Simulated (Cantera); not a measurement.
A perfectly stirred reactor is fed with H2 : O2 : N2 : NO = 1 : 0.5 : 1.88 : 0.014 (molar parts), at 1.01 bar; it is adiabatic with a 475 K inlet, and is followed from long to short residence time, starting on the burning branch (τ in s: 0.07, 0.034, 0.016, 0.0077, 0.0037, 0.0018, 0.00085, 0.00041, 0.00019, 9.3e-05, 4.5e-05, 2.1e-05, 1e-05).

Detailed kinetics in Cantera: GRI-Mech 3.0 (53 species, 325 reactions). The mechanism lacks 2 NO + O2 → 2 NO2 and HONO, so NO2 and the effect of NO are under-described below about 1400 K.

What does this change do: inlet temperature 475 to 575 K?


| quantity | before | after |
|---|---|---|
| blow-out, bracketed by the residence times tried | burning at 21.0 µs, out at 10.0 µs | burning at 10.0 µs, the shortest tried |
| x(H2) at τ = 70.0 ms | 0.0193 | 0.0222 |
| x(O2) at τ = 70.0 ms | 0.00774 | 0.00856 |
| x(NO) at τ = 70.0 ms | 0.00388 | 0.00432 |
| x(O) at τ = 70.0 ms | 0.00115 | 0.00149 |
| x(HO2) at τ = 70.0 ms | 2.00e-6 | 2.40e-6 |
| x(H2) at τ = 0.850 ms | 0.0356 | 0.0369 |
| x(O2) at τ = 0.850 ms | 0.0152 | 0.0154 |
| x(NO) at τ = 0.850 ms | 0.00455 | 0.00457 |
| x(O) at τ = 0.850 ms | 0.00427 | 0.00460 |
| x(HO2) at τ = 0.850 ms | 5.14e-6 | 4.87e-6 |

What does this change do: inlet temperature 475 to 600 K?


```json
[
 {"quantity": "blow-out, bracketed by the residence times tried", "before": "burning at 21.0 µs, out at 10.0 µs", "after": "burning at 10.0 µs, the shortest tried"},
 {"quantity": "x(H2) at τ = 70.0 ms", "before": "0.0193", "after": "0.0229"},
 {"quantity": "x(O2) at τ = 70.0 ms", "before": "0.00774", "after": "0.00877"},
 {"quantity": "x(NO) at τ = 70.0 ms", "before": "0.00388", "after": "0.00444"},
 {"quantity": "x(O) at τ = 70.0 ms", "before": "0.00115", "after": "0.00159"},
 {"quantity": "x(HO2) at τ = 70.0 ms", "before": "2.00e-6", "after": "2.50e-6"},
 {"quantity": "x(H2) at τ = 0.850 ms", "before": "0.0356", "after": "0.0372"},
 {"quantity": "x(O2) at τ = 0.850 ms", "before": "0.0152", "after": "0.0155"},
 {"quantity": "x(NO) at τ = 0.850 ms", "before": "0.00455", "after": "0.00458"},
 {"quantity": "x(O) at τ = 0.850 ms", "before": "0.00427", "after": "0.00468"},
 {"quantity": "x(HO2) at τ = 0.850 ms", "before": "5.14e-6", "after": "4.82e-6"}
]
```
